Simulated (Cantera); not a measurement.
## Moist CO burnout

An isothermal, constant-pressure homogeneous reactor starts with 0.209 % CO, 8.98 % O2, 0.136 % H2O, 90.7 % N2, equivalence ratio 0.012, at 973 K and 8.50 bar.

Model: GRI-Mech 3.0 (53 species, 325 reactions), integrated in Cantera.

```csv
t (s),x CO,x O2,x H2O,x N2O,x HO2,x H
0.000900,0.00209,0.0898,0.00136,1.28e-12,1.64e-10,<1e-12
0.00196,0.00209,0.0898,0.00136,4.45e-12,5.84e-10,<1e-12
0.00429,0.00209,0.0898,0.00136,1.28e-11,1.70e-9,<1e-12
0.00935,0.00209,0.0898,0.00136,3.21e-11,4.26e-9,<1e-12
0.0204,0.00209,0.0898,0.00136,7.63e-11,1.01e-8,<1e-12
0.0445,0.00209,0.0898,0.00136,1.83e-10,2.39e-8,<1e-12
0.0972,0.00208,0.0898,0.00136,4.74e-10,5.89e-8,2.34e-12
0.212,0.00208,0.0898,0.00136,1.43e-9,1.47e-7,6.34e-12
0.463,0.00206,0.0898,0.00136,4.84e-9,2.76e-7,1.34e-11
1.01,0.00198,0.0897,0.00136,1.41e-8,3.07e-7,1.51e-11
2.20,0.00183,0.0897,0.00136,3.40e-8,2.99e-7,1.39e-11
4.81,0.00155,0.0895,0.00136,7.39e-8,2.81e-7,1.15e-11
10.5,0.00110,0.0893,0.00136,1.46e-7,2.45e-7,7.87e-12
22.9,0.000571,0.0891,0.00136,2.51e-7,1.83e-7,3.74e-12
50.0,0.000188,0.0889,0.00136,3.33e-7,1.03e-7,1.05e-12
```
x: mole fraction; the columns are a selection and need not sum to one.

Equilibrium at this temperature and pressure: CO <1e-12, O2 0.0888, H2O 0.00136, N2O 4.28e-9, HO2 6.24e-11, H <1e-12 (gas phase only).
